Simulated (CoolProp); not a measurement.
Vapour-liquid equilibrium of cyclohexane (1) + m-xylene (2) at 104.05 °C; x and y are mole fractions of (1).

Model: multi-fluid Helmholtz-energy mixture model, Zhou 2014 and Zhou 2012; pair parameters Bell 2016, in CoolProp.

Question: Give the bubble pressure and the first vapour's composition at x = 0.15, 0.55, 0.65. Is there an azeotrope?

Answer: x = 0.15: 0.6569 bar, y = 0.528; x = 0.55: 1.311 bar, y = 0.859; x = 0.65: 1.452 bar, y = 0.896. No azeotrope shows between x = 0.05 and 0.95.

Pair parameters are fitted to limited data, so mixtures are less certain than the pure fluids.
